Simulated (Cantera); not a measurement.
**Moist CO burnout**

A perfectly stirred reactor is fed with 0.990 % CO, 4.23 % O2, 4.77 % H2O, 90.0 % N2, equivalence ratio 0.12, at 1.90 bar; it is held at 1250 K, and followed from long to short residence time.

Cantera simulation using GRI-Mech 3.0 (53 species, 325 reactions); the numbers are that mechanism's predictions, not measurements.

| τ (s) | x CO | x O2 | x H2O | x H2O2 | x HO2 |
|---|---|---|---|---|---|
| 6.2 | 2.38e-5 | 0.0375 | 0.0479 | 1.35e-8 | 1.51e-7 |
| 2.1 | 5.02e-5 | 0.0376 | 0.0479 | 2.51e-8 | 3.12e-7 |
| 0.70 | 0.000107 | 0.0376 | 0.0479 | 4.63e-8 | 6.46e-7 |
| 0.24 | 0.000223 | 0.0376 | 0.0479 | 8.26e-8 | 1.29e-6 |
| 0.080 | 0.000472 | 0.0378 | 0.0479 | 1.47e-7 | 2.51e-6 |
| 0.027 | 0.000970 | 0.0380 | 0.0479 | 2.53e-7 | 4.57e-6 |
| 0.0090 | 0.00193 | 0.0384 | 0.0478 | 4.16e-7 | 7.62e-6 |
| 0.0030 | 0.00354 | 0.0392 | 0.0477 | 6.17e-7 | 1.12e-5 |
| 0.0010 | 0.00578 | 0.0403 | 0.0476 | 7.81e-7 | 1.45e-5 |
| 0.00034 | 0.00800 | 0.0413 | 0.0476 | 7.79e-7 | 1.60e-5 |
x: mole fraction; the columns are a selection and need not sum to one.
